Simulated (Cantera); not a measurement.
A Cantera script and what it prints.

```python
import numpy as np
import cantera as ct

gas_names = """
    H HO2 H2 H2O H2O2 O OH O2 O3 Si SiH SiH2 SiH3 SiH4 SiO SiO2 Si2 Si3
""".split()
cond_names = """
    H2O(s) H2O(L) Si(cr) Si(L) SiO2(Lqz) SiO2(hqz) SiO2(L)
""".split()


# ... load() reads the species with a 1 bar reference pressure and builds the phases ...
atoms = {
    'Si2H6': {'Si': 2, 'H': 6},
    'O3': {'O': 3},
}
top_T = {}  # K; cautious upper limits of use, not melting points


# ... equilibrate(T, P, feed) seeds the gas with the atoms and calls Mixture.equilibrate('TP', solver="vcs", rtol=1e-11, max_steps=5000) ...
results = []
feed = {'Si2H6': 1, 'O3': 0.056}  # mol
T = 2050  # K
P = 33000  # Pa
mix = equilibrate(T, P, feed)
results.append((T, P, feed, dict(zip(mix.species_names, mix.species_moles))))
print(gas.report(threshold=0.001))
for i in range(1, mix.n_phases):
    print(f"{mix.phase(i).name:16s} {mix.phase_moles(i):12.5e} mol")
```

It prints:

```
       temperature   2050 K
          pressure   33000 Pa
           density   0.0082285 kg/m^3
  mean mol. weight   4.25 kg/kmol
   phase of matter   gas

                          1 kg             1 kmol
                     ---------------   ---------------
          enthalpy        1.1932e+07        5.0709e+07  J
   internal energy         7.921e+06        3.3665e+07  J
           entropy             48248        2.0506e+05  J/K
    Gibbs function       -8.6978e+07       -3.6966e+08  J
 heat capacity c_p            8110.3             34469  J/K
 heat capacity c_v            6153.9             26155  J/K

                      mass frac. Y      mole frac. X     chem. pot. / RT
                     ---------------   ---------------   ---------------
                 H        0.00090944         0.0038345           -10.364
                H2           0.44722            0.9428           -20.727
               SiO           0.54876          0.052904           -39.688
     [  +15 minor]         0.0031181        0.00045918

Si(L)             1.83059e+00 mol
SiO2(L)           0.00000e+00 mol
```

Equilibrium computed with Cantera from the NASA thermochemical tables; the gas is ideal and each condensed phase is pure. The feed counts by its element totals alone. Gases not in the tables: Si2H6 and higher silanes.
